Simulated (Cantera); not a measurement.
A perfectly stirred reactor is fed with CH3OH : O2 : N2 = 1 : 1 : 6.8 (molar parts), equivalence ratio 1.5, at 1.00 atm; it is adiabatic with a 700 K inlet, and is followed from long to short residence time, starting on the burning branch (τ in s: 0.037, 0.012, 0.0041, 0.0014, 0.00046, 0.00015, 5.1e-05, 1.7e-05, 5.6e-06).

Computed with Cantera and GRI-Mech 3.0 (53 species, 325 reactions). GRI-Mech 3.0 was tuned for natural gas; its chemistry of methanol as a main component is partial and can be far from experiment.

One state of this run: T (K) = 1787; x CH3OH = 1.56e-5; x O2 = 0.000617; x CH2CO = 4.51e-8; x CH3 = 1.61e-5; x C2H2 = 3.95e-7; x N2O = 7.16e-9. x: mole fraction; the columns are a selection and need not sum to one.

### Question
Which value of τ (s) does it belong to?
A) 0.0041
B) 0.00015
C) 5.6e-6
D) 0.0014

### Answer
A, 0.0041
